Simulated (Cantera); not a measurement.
## Iron carbonyl, mercury and lead vapours: PbO + N2 + H2

A closed system holds: 1 mol PbO, 84 mol N2, a varied amount of H2, held at 1423.15 K and 55.0 mbar.

These are equilibrium values from Cantera (NASA tables, ideal gas, pure condensed phases), not measurements of a reactor. Candidate condensed phases: H2O, Pb, PbO, PbO2, Pb3O4; 27 gas species. Gases not in the tables: (PbO)n polymers. Rates play no part.

From 0.097 mol H2 to 2.2 mol H2 nothing is condensed.

```json
[
 {"n(H2) (mol)": "0.097", "x N2": "0.986", "x H2": "9.73e-8", "x H2O": "0.00114", "x Pb": "0.00324"},
 {"n(H2) (mol)": "0.35", "x N2": "0.984", "x H2": "6.30e-7", "x H2O": "0.00410", "x Pb": "0.00477"},
 {"n(H2) (mol)": "0.61", "x N2": "0.981", "x H2": "2.61e-6", "x H2O": "0.00712", "x Pb": "0.00725"},
 {"n(H2) (mol)": "0.87", "x N2": "0.978", "x H2": "1.51e-5", "x H2O": "0.0101", "x Pb": "0.0101"},
 {"n(H2) (mol)": "1.1", "x N2": "0.976", "x H2": "0.00119", "x H2O": "0.0116", "x Pb": "0.0116"},
 {"n(H2) (mol)": "1.4", "x N2": "0.972", "x H2": "0.00464", "x H2O": "0.0116", "x Pb": "0.0116"},
 {"n(H2) (mol)": "1.6", "x N2": "0.970", "x H2": "0.00693", "x H2O": "0.0115", "x Pb": "0.0115"},
 {"n(H2) (mol)": "1.9", "x N2": "0.967", "x H2": "0.0104", "x H2O": "0.0115", "x Pb": "0.0115"},
 {"n(H2) (mol)": "2.2", "x N2": "0.963", "x H2": "0.0138", "x H2O": "0.0115", "x Pb": "0.0115"}
]
```
x: gas mole fraction; nothing condenses.
